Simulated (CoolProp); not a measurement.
The fluid at 320.95 K and 0.873 MPa is throttled through a valve to 0.411 MPa with no heat exchange. The same conditions are run with several fluids, on thermodynamics alone (safety and materials aside).

Model: reference Helmholtz-energy equation of state of each fluid (CH2F2 (R32): Tillner-Roth 1997; R125: Lemmon 2005; R143a: Lemmon and Jacobsen 2000; normal hydrogen: Leachman 2009; carbonyl sulfide: Lemmon 2006), in CoolProp.

Problem. Rank CH2F2 (R32), R125, R143a, normal hydrogen, carbonyl sulfide by temperature change (K), highest first.

Solution. normal hydrogen (+0.2), R125 (-5.7), R143a (-7.4), carbonyl sulfide (-8.3), CH2F2 (R32) (-9.5)

```
fluid             final density (kg/m³)
----------------  ---------------------
CH2F2 (R32)                        8.63
R125                               19.9
R143a                              14.1
normal hydrogen                   0.310
carbonyl sulfide                   9.89
```
